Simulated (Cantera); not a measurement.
A freely propagating, adiabatic, planar premixed flame of 6.70 % CH4, 8.71 % H2, 17.8 % O2, 66.7 % N2, 0.127 % CO2, equivalence ratio 1.0, unburnt at 375 K and 1.97 atm; mixture-averaged transport, grid criteria slope 0.08 and curve 0.16, no radiation.

Cantera simulation using GRI-Mech 3.0 (53 species, 325 reactions); the numbers are that mechanism's predictions, not measurements. Burning velocities carry a grid error of a few per cent, more on coarse grids.

Predict: laminar burning velocity; thermal thickness; peak x(HO2); peak x(H).


```json
{
 "laminar_burning_velocity": "75.5 cm/s",
 "thermal_thickness": "0.181 mm",
 "peak x(HO2)": "0.000308",
 "peak x(H)": "0.00778"
}
```
